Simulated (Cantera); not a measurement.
Charge: 1 mol C, 0.71 mol H2, 0.32 mol N2, at 1.00 bar.

Method: chemical equilibrium by Gibbs-energy minimisation in Cantera with the NASA 1993 tables (ideal gas, pure condensed phases). Candidate condensed phases: C, C6H6, C7H8, C8H18; 92 gas species. Equilibrium is a limit: real reactors are often held back by kinetics, nucleation or transport.

Over these rows the condensed part is C(graphite). Partial pressures as log10 of bar:

```tsv
T (K)	1000/T (1/K)	log p C2H2 (acetylene)	log p H2	log p N2
1448	0.6906	-5.49	-0.16	-0.51
1523	0.6566	-5.09	-0.16	-0.51
1598	0.6258	-4.73	-0.16	-0.51
1673	0.5977	?	-0.16	-0.51
1748	0.5721	-4.11	-0.16	-0.51
1823	0.5485	-3.84	-0.16	-0.51
```

Question: Fit log p(C2H2 (acetylene)) = a + b·(1000/T) to the five rows, give the apparent enthalpy, and predict the row at 1673 K.

Answer: Means: 1000/T = 0.6187, log p = -4.652. Sxy = -0.159666, Sxx = 0.0137560, so b = -11.61 and a = -4.652 − (-11.61)×0.6187 = 2.53.
Apparent enthalpy: −19.145 × (-11.61) = 222 kJ/mol. With the condensed phases at unit activity, 2 C(graphite) + H2(g) = C2H2 (acetylene)(g) links this pressure to the main gases: over the six rows their terms move log p by +0.00 in all, so the slope is close to that reaction's ΔH°. The five rows lie within 0.01 of the line.
Prediction at 1673 K: 2.53 + (-11.61)×0.5977 = -4.41. The computed value is -4.41, 0.00 from the line.
